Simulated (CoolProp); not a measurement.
Saturated liquid density (kg/m³) of cis-2-butene: the reference equation beside estimates from Tc = 162.6 °C, pc = 4.236 MPa, ω = 0.202. Rackett uses Z = 0.29056 − 0.08775 ω.

The numbers come from the reference Helmholtz-energy equation of state, Lemmon 2005 in CoolProp. It is a short technical equation, of lower accuracy than the large ones.

```tsv
T (°C)	reference	Rackett	van der Waals	Soave-Redlich-Kwong
-50.65	698.6	693.5	427.5	643.7
-40.35	687.9	683.2	421.7	635.0
-30.05	677.0	672.8	415.6	625.9
-19.85	666.0	662.2	409.5	616.3
-9.55	654.8	651.2	403.0	606.2
0.75	643.4	640.0	396.3	595.6
11.05	631.7	628.4	389.4	584.3
21.35	619.8	616.5	382.1	572.4
31.65	607.4	604.2	374.6	559.7
41.95	594.7	591.5	366.7	546.3
52.25	581.5	578.2	358.4	532.0
62.55	567.6	564.4	349.7	516.7
72.75	553.3	550.0	340.6	500.5
```

Absolute difference from the reference over all 13 rows, mean and median: Rackett 0.6 and 0.6 %, van der Waals 38.5 and 38.4 %, Soave-Redlich-Kwong 8.0 and 7.7 %.
